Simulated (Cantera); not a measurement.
Ignition delay

Mixture: CH4 : CO : O2 : N2 = 1 : 1.4 : 3.51 : 13.2 (molar parts), at 5.00 bar, adiabatic and at constant volume. Ignition delay is the time to a rise of 400 K.

Model: GRI-Mech 3.0 (53 species, 325 reactions), integrated in Cantera.

| T0 (K) | delay (ms) |
|---|---|
| 1275 | 4.03 |
| 1350 | 1.52 |
| 1425 | 0.623 |
| 1500 | 0.279 |
| 1575 | 0.136 |
| 1650 | 0.0723 |
| 1725 | 0.0412 |
| 1800 | 0.0249 |

The apparent activation energy between 1650 and 1800 K is 180 kJ/mol.
